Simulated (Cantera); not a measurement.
**Sublimation and decomposition of ceramics: Si₃N₄ + H₂**

Input: 1 mol Si₃N₄, 1.3 mol H₂, equilibrated at 1.00 mbar.

Cantera equilibrium calculation (NASA polynomials, part measured and part estimated; ideal gas, pure solids and liquids). Candidate condensed phases: Si, Si₃N₄; 18 gas species. The tables' values for SiN are old estimates; treat these amounts as uncertain. Gases not in the tables: Si₂H₆ and higher silanes. Rates play no part.

| T (°C) | x N₂ | x Si | x H₂ | x H | x Si₂ | x SiH | n Si(s) | n Si(l) |
|---|---|---|---|---|---|---|---|---|
| 1375 | 0.605 | 0.000258 | 0.393 | 0.00176 | 8.58e-7 | 9.39e-6 | 3.00 | 0 |
| 1575 | 0.599 | 0.00627 | 0.384 | 0.0104 | 4.36e-5 | 0.000123 | 0 | 2.98 |
| 1775 | 0.546 | 0.0756 | 0.334 | 0.0409 | 0.000877 | 0.000840 | 0 | 2.71 |
| 1975 | 0.305 | 0.440 | 0.153 | 0.0908 | 0.00585 | 0.00220 | 0 | 0 |
| 2175 | 0.288 | 0.427 | 0.0915 | 0.190 | 0.00141 | 0.00117 | 0 | 0 |
| 2375 | 0.273 | 0.408 | 0.0366 | 0.281 | 0.000404 | 0.000527 | 0 | 0 |
| 2575 | 0.266 | 0.398 | 0.0112 | 0.323 | 0.000142 | 0.000221 | 0 | 0 |
x: gas mole fraction; n: condensed amount in mol.

At 1375 °C the condensed part is Si(s). From 1575 °C to 1775 °C the condensed part is Si(l). From 1975 °C to 2575 °C nothing is condensed. The main Si-bearing gas is Si throughout.
